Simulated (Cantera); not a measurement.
Feed: 1 mol toluene, 5.1 mol CO2, at 2873.15 K and 14.0 mbar.

Equilibrium computed with Cantera from the NASA thermochemical tables; the gas is ideal and each condensed phase is pure. Candidate condensed phases: C, C6H6, C7H8, C8H18, H2O; 110 gas species. Equilibrium is a limit: real reactors are often held back by kinetics, nucleation or transport.

Base state: CO 0.613, H 0.277, H2 0.0970, C3 0.00542, C2H2 (acetylene) 0.00411, C2H 0.00166, C 0.00103, C2 0.000537 (mole fractions); condensed: C(graphite).

**Question.** What changes in the equilibrium state with this change: toluene replaced by C2H2?

**Answer.** 
```tsv
species	before	after
CO	0.613	0.614
O	1.39e-8	0.117
H	0.277	0.110
H2	0.0970	0.0154
O2	<1e-9	0.0370
CO2	8.10e-9	0.0682
OH	7.81e-9	0.0263
H2O	9.14e-9	0.0122
C3	0.00542	<1e-9
C2H2 (acetylene)	0.00411	<1e-9
C2H	0.00166	<1e-9
C	0.00103	<1e-9
C(graphite), mol	1.39	0
```

**Question.** What changes in the equilibrium state with this change: toluene replaced by C3H8?

**Answer.** 
| species | before | after |
|---|---|---|
| CO | 0.613 | 0.512 |
| H | 0.277 | 0.266 |
| H2 | 0.0970 | 0.0895 |
| O | 1.39e-8 | 0.0480 |
| H2O | 9.14e-9 | 0.0291 |
| OH | 7.81e-9 | 0.0259 |
| CO2 | 8.10e-9 | 0.0234 |
| O2 | <1e-9 | 0.00623 |
| C3 | 0.00542 | <1e-9 |
| C2H2 (acetylene) | 0.00411 | <1e-9 |
| C2H | 0.00166 | <1e-9 |
| C | 0.00103 | <1e-9 |
| C(graphite), mol | 1.39 | 0 |

**Question.** What changes in the equilibrium state with this change: CO2 from 5.1 to 0.29 mol?

**Answer.** 
```tsv
species	before	after
H	0.277	0.529
H2	0.0970	0.354
CO	0.613	0.0921
C2H2 (acetylene)	0.00411	0.0150
C2H2 (vinylidene)	9.54e-6	3.48e-5
C4H2	7.25e-5	0.000264
CH2	3.58e-6	1.31e-5
CH	2.11e-5	4.03e-5
C(graphite), mol	1.39	6.36
```
